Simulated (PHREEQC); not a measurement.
0.064 g of hydrous ferric oxide (600 m²/g; 0.2 weak and 0.005 strong sites per Fe, Dzombak-Morel constants, diffuse double layer) in 1 kg of water with 0.3 mol/kgw of an inert sodium salt and 7.6e-06 mol/kgw MgCl2, 4.2e-07 mol/kgw CuCl2 and 6.7e-05 mol/kgw NaF, at 25 °C; the pH is set by adding NaOH or the inert anion's acid. Oxygen alone is held at its pressure in air (log pO2 = -0.68). The system is closed to CO2. No solid was allowed to form.

The series has 17 steps of pH, from 3 to 9.

All values are PHREEQC results (ion-association model, wateq4f.dat), not measurements.

Question: Near which pH is half of the Mg sorbed, and on which side is more sorbed?

Answer: Near pH 8.7, with more sorbed at higher pH.

Question: Near which pH is half of the Cu sorbed, and on which side is more sorbed?

Answer: Near pH 5.2, with more sorbed at higher pH.

The database's constant for dissolved Cu(OH)2 is higher than later reviews accept. The oxide is taken as insoluble; below pH 4 it would dissolve.
